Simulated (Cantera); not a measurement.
Charge: 1 mol PbO, 0.52 mol CH₄, 0.25 mol CO, held at 0.133 bar.

These are equilibrium values from Cantera (NASA tables, ideal gas, pure condensed phases), not measurements of a reactor. Candidate condensed phases: C, C₆H₆, C₇H₈, C₈H₁₈, H₂O, Pb, PbO, PbO₂, Pb₃O₄; 113 gas species. Gases not in the tables: (PbO)n polymers. Rates play no part.

**Question.** Which condensed phases are stable at each of these points (T (K)): 873, 1023, 1173, 1323, 1473, 1623, 1773, 1923, 2073, 2223, 2373, 2523, 2673?

**Answer.** 
| T (K) | condensed phases | Pb condensed (%) |
|---|---|---|
| 873 | Pb(l) | 100.0 |
| 1023 | Pb(l) | 100.0 |
| 1173 | Pb(l) | 99.4 |
| 1323 | Pb(l) | 95.1 |
| 1473 | Pb(l) | 70.2 |
| 1623 | gas only | 0.0 |
| 1773 | gas only | 0.0 |
| 1923 | gas only | 0.0 |
| 2073 | gas only | 0.0 |
| 2223 | gas only | 0.0 |
| 2373 | gas only | 0.0 |
| 2523 | gas only | 0.0 |
| 2673 | gas only | 0.0 |

From 873 K to 1473 K the condensed part is Pb(l). From 1623 K to 2673 K nothing is condensed.
